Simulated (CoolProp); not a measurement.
A single-stage vapour-compression cycle with CH3F (R41): evaporating at 218.15 K (dew point), condensing at 284.15 K (bubble point), superheat 10 K, subcooling 2 K, compressor efficiency 0.75, no pressure losses. Each further row changes one setting.

Computed with CoolProp (reference Helmholtz-energy equation of state, Lemmon 2006). It is a short technical equation, of lower accuracy than the large ones.

```json
[
 {"case": "as stated", "cooling COP": "1.66", "pressure ratio": "8.63", "discharge temperature (K)": "405.4", "refrigerating effect (kJ/kg)": "315", "volumetric capacity (kJ/m³)": "1920"},
 {"case": "evaporating temperature 223.15 K", "cooling COP": "(withheld)", "pressure ratio": "(withheld)", "discharge temperature (K)": "392.9", "refrigerating effect (kJ/kg)": "(withheld)", "volumetric capacity (kJ/m³)": "2360"},
 {"case": "condensing temperature 279.15 K", "cooling COP": "1.87", "pressure ratio": "(withheld)", "discharge temperature (K)": "393.4", "refrigerating effect (kJ/kg)": "329", "volumetric capacity (kJ/m³)": "2000"},
 {"case": "subcooling 7 K", "cooling COP": "(withheld)", "pressure ratio": "8.63", "discharge temperature (K)": "405.4", "refrigerating effect (kJ/kg)": "329", "volumetric capacity (kJ/m³)": "2000"},
 {"case": "superheat 20 K", "cooling COP": "1.64", "pressure ratio": "8.63", "discharge temperature (K)": "(withheld)", "refrigerating effect (kJ/kg)": "(withheld)", "volumetric capacity (kJ/m³)": "(withheld)"}
]
```

**Question.** Complete the blanks.

**Answer.** 
- evaporating temperature 223.15 K, cooling COP: 1.89
- evaporating temperature 223.15 K, pressure ratio: 7.00
- evaporating temperature 223.15 K, refrigerating effect (kJ/kg): 318
- condensing temperature 279.15 K, pressure ratio: 7.59
- subcooling 7 K, cooling COP: 1.74
- superheat 20 K, discharge temperature (K): 421.0
- superheat 20 K, refrigerating effect (kJ/kg): 328
- superheat 20 K, volumetric capacity (kJ/m³): 1890
